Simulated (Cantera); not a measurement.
## Adiabatic ignition

An adiabatic, constant-pressure homogeneous reactor starts with 13.2 % CH₃OH, 18.0 % O₂, 67.8 % N₂, 0.991 % CO₂, at 1225 K and 12.0 bar.

Model: GRI-Mech 3.0 (53 species, 325 reactions), integrated in Cantera. GRI-Mech 3.0 was tuned for natural gas; its chemistry of methanol as a main component is partial and can be far from experiment. The pressure lies above the range GRI-Mech 3.0 was tuned for (to about 10 atm).

```json
[
 {"t (s)": "3.00e-6", "T (K)": "1225", "x CH₃OH": "0.132", "x O₂": "0.180", "x O": "3.56e-11", "x H₂O": "1.99e-7", "x H": "3.30e-10"},
 {"t (s)": "7.44e-6", "T (K)": "1225", "x CH₃OH": "0.132", "x O₂": "0.180", "x O": "3.64e-11", "x H₂O": "4.98e-7", "x H": "3.42e-10"},
 {"t (s)": "1.85e-5", "T (K)": "1225", "x CH₃OH": "0.132", "x O₂": "0.180", "x O": "3.70e-11", "x H₂O": "1.24e-6", "x H": "3.55e-10"},
 {"t (s)": "4.58e-5", "T (K)": "1225", "x CH₃OH": "0.132", "x O₂": "0.180", "x O": "3.88e-11", "x H₂O": "3.17e-6", "x H": "3.98e-10"},
 {"t (s)": "0.000114", "T (K)": "1225", "x CH₃OH": "0.132", "x O₂": "0.180", "x O": "4.75e-11", "x H₂O": "9.53e-6", "x H": "6.06e-10"},
 {"t (s)": "0.000282", "T (K)": "1225", "x CH₃OH": "0.132", "x O₂": "0.180", "x O": "9.91e-11", "x H₂O": "5.27e-5", "x H": "1.82e-9"},
 {"t (s)": "0.000698", "T (K)": "1230", "x CH₃OH": "0.129", "x O₂": "0.178", "x O": "3.02e-9", "x H₂O": "0.00184", "x H": "7.02e-8"},
 {"t (s)": "0.00173", "T (K)": "2750", "x CH₃OH": "<1e-12", "x O₂": "0.00607", "x O": "0.00100", "x H₂O": "0.219", "x H": "0.00240"},
 {"t (s)": "0.00430", "T (K)": "2748", "x CH₃OH": "<1e-12", "x O₂": "0.00595", "x O": "0.000990", "x H₂O": "0.219", "x H": "0.00240"},
 {"t (s)": "0.0107", "T (K)": "2748", "x CH₃OH": "<1e-12", "x O₂": "0.00595", "x O": "0.000990", "x H₂O": "0.219", "x H": "0.00240"},
 {"t (s)": "0.0264", "T (K)": "2748", "x CH₃OH": "<1e-12", "x O₂": "0.00595", "x O": "0.000990", "x H₂O": "0.219", "x H": "0.00240"},
 {"t (s)": "0.0655", "T (K)": "2748", "x CH₃OH": "<1e-12", "x O₂": "0.00595", "x O": "0.000990", "x H₂O": "0.219", "x H": "0.00240"},
 {"t (s)": "0.163", "T (K)": "2748", "x CH₃OH": "<1e-12", "x O₂": "0.00595", "x O": "0.000990", "x H₂O": "0.219", "x H": "0.00240"},
 {"t (s)": "0.403", "T (K)": "2748", "x CH₃OH": "<1e-12", "x O₂": "0.00595", "x O": "0.000990", "x H₂O": "0.219", "x H": "0.00240"},
 {"t (s)": "1.00", "T (K)": "2748", "x CH₃OH": "<1e-12", "x O₂": "0.00595", "x O": "0.000990", "x H₂O": "0.219", "x H": "0.00240"}
]
```
x: mole fraction; the columns are a selection and need not sum to one.

- time of steepest temperature rise: 0.848 ms
- temperature at 1.00 s: 2748 K
- equilibrium temperature: 2748 K
- x(CH₃OH) at 1.00 s: <1e-12 (gas-phase equilibrium <1e-12)
- x(O₂) at 1.00 s: 0.00595 (gas-phase equilibrium 0.00595)
- x(O) at 1.00 s: 0.000990 (gas-phase equilibrium 0.000990)
